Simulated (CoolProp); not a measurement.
The fluid at 298.15 K and 0.0218 MPa is compressed adiabatically to 0.0462 MPa with isentropic efficiency 0.8. The same conditions are run with several fluids, on thermodynamics alone (safety and materials aside).

Computed with CoolProp (reference Helmholtz-energy equation of state of each fluid (n-perfluorohexane: Gao 2022; R1233zd(E): Akasaka 2022; vinyl chloride: Thol 2022; R113: Marx 1992; n-pentane: Thol 2019)).

Task: Rank n-perfluorohexane, R1233zd(E), vinyl chloride, R113, n-pentane by work (kJ/kg), highest first.

Result: vinyl chloride (39.3), n-pentane (32.7), R1233zd(E) (18.2), R113 (12.6), n-perfluorohexane (6.76)

```json
[
 {"fluid": "n-perfluorohexane", "final temperature (K)": "308.9", "final phase": "two-phase, vapour fraction 0.982", "final density (kg/m³)": "6.42"},
 {"fluid": "R1233zd(E)", "final temperature (K)": "321.4", "final phase": "gas", "final density (kg/m³)": "2.29"},
 {"fluid": "vinyl chloride", "final temperature (K)": "342.1", "final phase": "gas", "final density (kg/m³)": "1.02"},
 {"fluid": "R113", "final temperature (K)": "317.8", "final phase": "gas", "final density (kg/m³)": "3.34"},
 {"fluid": "n-pentane", "final temperature (K)": "317.9", "final phase": "gas", "final density (kg/m³)": "1.28"}
]
```
